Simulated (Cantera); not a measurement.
A Cantera script and what it prints.

```python
import numpy as np
import cantera as ct

gas_names = """
    CL CL2 H HCL H2 N NH NH2 NH3 N2 N2H2 N2H4 Si SiCL SiCL2 SiCL3 SiCL4 SiH SiHCL3 SiH2 SiH2CL2 SiH3
    SiH3CL SiH4 SiN Si2 Si2N Si3
""".split()
cond_names = """
    NH4CL(a) NH4CL(b) Si(cr) Si(L) Si3N4(a)
""".split()


# ... load() reads the species with a 1 bar reference pressure and builds the phases ...
atoms = {
    'SiH2Cl2': {'Si': 1, 'H': 2, 'CL': 2},
    'NH3': {'N': 1, 'H': 3},
    'H2': {'H': 2},
}
top_T = {'Si3N4(a)': 2400}  # K; cautious upper limits of use, not melting points


# ... equilibrate(T, P, feed) seeds the gas with the atoms and calls Mixture.equilibrate('TP', solver="vcs", rtol=1e-11, max_steps=5000) ...
results = []
feed = {'SiH2Cl2': 1, 'NH3': 10, 'H2': 5.3}  # mol
P = 7.6  # Pa
for T in [1650, 1700, 1750, 1800, 1850, 1900, 1950, 2000, 2050]:
    mix = equilibrate(T, P, feed)
    results.append((T, P, feed, dict(zip(mix.species_names, mix.species_moles))))

top = {s: max(r[3][s] / sum(r[3][g] for g in gas_names) for r in results) for s in gas_names}
cols = sorted((s for s in top if top[s] > 0.0001), key=lambda s: -top[s])[:5]
seen = [c for c in cond_names if any(r[3].get(c, 0) > 1e-12 for r in results)]
print("log10 of partial pressures in bar; condensed amounts in mol")
print(f"{'T/K':>10s}" + "".join(f"{s[:9]:>10s}" for s in cols + seen))
for T, P, feed, n in results:
    ng = sum(n[g] for g in gas_names)
    print(f"{T:10.4g}" + "".join(f"{np.log10(max(n[s] / ng * P / 1e5, 1e-99)):10.3f}" for s in cols)
          + "".join(f"{n.get(c, 0):10.4g}" for c in seen))
```

It prints:

```
log10 of partial pressures in bar; condensed amounts in mol
       T/K        H2         H        N2       HCL        Si    Si(cr)     Si(L)
      1650    -4.247    -6.165    -4.860    -5.430    -6.572    0.5737         0
      1700    -4.253    -5.958    -4.864    -5.437    -6.168         0    0.4112
      1750    -4.262    -5.764    -4.871    -5.441    -5.824         0   0.09661
      1800    -4.273    -5.583    -4.876    -5.403    -5.707         0         0
      1850    -4.285    -5.411    -4.882    -5.371    -5.663         0         0
      1900    -4.300    -5.250    -4.888    -5.360    -5.637         0         0
      1950    -4.319    -5.100    -4.896    -5.367    -5.626         0         0
      2000    -4.344    -4.961    -4.906    -5.388    -5.624         0         0
      2050    -4.376    -4.832    -4.919    -5.424    -5.630         0         0
```

Method: chemical equilibrium by Gibbs-energy minimisation in Cantera with the NASA 1993 tables (ideal gas, pure condensed phases). The tables' values for SiCl, SiN are old estimates; treat these amounts as uncertain. Gases not in the tables: Si2H6 and higher silanes.
